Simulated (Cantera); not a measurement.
A closed system holds: 1 mol Si3N4, 0.13 mol CO2, 4.4 mol N2, equilibrated at 6.50 bar.

Method: chemical equilibrium by Gibbs-energy minimisation in Cantera with the NASA 1993 tables (ideal gas, pure condensed phases). Candidate condensed phases: C, Si, SiC, SiO2, Si2N2O, Si3N4; 34 gas species. Mutual solubility and eutectic melting of coexisting phases are not modelled. Equilibrium is a limit: real reactors are often held back by kinetics, nucleation or transport. All values below are at 1450 K.

Base state: N2 1.000, CO 1.03e-5 (mole fractions); condensed: C(graphite) + Si2N2O(s) + Si3N4(s).

Task: What changes in the equilibrium state with this change: CO2 from 0.13 to 1.9 mol?

Result: 
```
species               before    after
-------------------  -------  -------
N2                     1.000    0.923
CO                   1.03e-5   0.0773
CO2                    <1e-9  4.08e-5
C(graphite), mol       0.130     1.44
Si2N2O(s), mol         0.260    0.887
Si3N4(s), mol          0.827        0
SiO2(β-quartz), mol        0     1.23
```
The tables hold silica as quartz up to 1696 K and as liquid above; real silica turns to tridymite and cristobalite and melts near 1996 K.
